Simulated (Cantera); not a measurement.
# borazine + H2 (boron, boron nitride and boron oxide)

Input: 1 mol borazine, 7.5 mol H2, held at 458 Torr.

Cantera equilibrium calculation (NASA polynomials, part measured and part estimated; ideal gas, pure solids and liquids). Candidate condensed phases: B, BN; 15 gas species. The feed counts by its element totals alone. Mutual solubility and eutectic melting of coexisting phases are not modelled. The tables' values for BH2 are old estimates; treat these amounts as uncertain. Gases not in the tables: B2H6 and higher boranes. Kinetics and transport are ignored.

| T (K) | x H2 | x H | x N2 | x BH2 | x BH3 | n BN(s) | n B(s) |
|---|---|---|---|---|---|---|---|
| 1348 | 1.000 | 2.96e-6 | 6.57e-8 | 6.59e-8 | 8.16e-8 | 3.00 | 0 |
| 1498 | 1.000 | 2.20e-5 | 7.50e-7 | 1.03e-6 | 5.04e-7 | 3.00 | 0 |
| 1648 | 1.000 | 0.000114 | 5.76e-6 | 9.43e-6 | 2.16e-6 | 3.00 | 0 |
| 1798 | 0.999 | 0.000451 | 3.26e-5 | 5.82e-5 | 7.06e-6 | 3.00 | 0 |
| 1948 | 0.998 | 0.00145 | 0.000143 | 0.000268 | 1.89e-5 | 3.00 | 0 |
| 2098 | 0.994 | 0.00393 | 0.000778 | 0.000795 | 3.53e-5 | 2.98 | 0.00761 |
| 2248 | 0.984 | 0.00933 | 0.00518 | 0.00163 | 4.81e-5 | 2.89 | 0.0920 |
x: gas mole fraction; n: condensed amount in mol.

From 1348 K to 1948 K the condensed part is BN(s). From 2098 K to 2248 K the condensed part is B(s) + BN(s).
